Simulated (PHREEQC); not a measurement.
# Acid mine or pickling water (model solution)

A made-up water analysis in mg/L, 25 °C, pH 3.91, pe 10.4: Na 439; K 28.1; Ca 144; Mg 200; Cl 50; S(6) as SO4 2090; F 1.07; Zn 4.3; Cu(2) 2.85; N(5) as NO3 18.2.

Valence states are taken as typed.

The numbers come from PHREEQC with the ion-association model, phreeqc.dat.

Each row changes one thing in this solution. No solid was allowed to form.

```
case                          ionic strength (mol/kgw)  Na+ (mol/kgw)  NaSO4- (mol/kgw)  Cu+2 (mol/kgw)  CuSO4 (mol/kgw)  Zn(SO4)2-2 (mol/kgw)  SI of Gypsum (CaSO4:2H2O)  SI of Fluorite (CaF2)
----------------------------  ------------------------  -------------  ----------------  --------------  ---------------  --------------------  -------------------------  ---------------------
as made                                         0.0571         0.0185          0.000658         2.69e-5          1.80e-5               3.55e-6                      -0.55                  -1.29
Na from 439 to 1320 mg/L                        0.0765         0.0559               [?]         2.91e-5              [?]               3.05e-6                      -0.60                  -1.33
Cu(2) from 2.85 to 1.43 mg/L                    0.0571         0.0185               [?]             [?]              [?]               3.55e-6                      -0.55                  -1.29
```

Some entries are withheld; supply them.


- Na from 439 to 1320 mg/L, NaSO4- (mol/kgw): 0.00176
- Na from 439 to 1320 mg/L, CuSO4 (mol/kgw): 1.59e-5
- Cu(2) from 2.85 to 1.43 mg/L, NaSO4- (mol/kgw): 0.000659
- Cu(2) from 2.85 to 1.43 mg/L, Cu+2 (mol/kgw): 1.35e-5
- Cu(2) from 2.85 to 1.43 mg/L, CuSO4 (mol/kgw): 9.05e-6

Complexes and solids missing from the database can't appear.
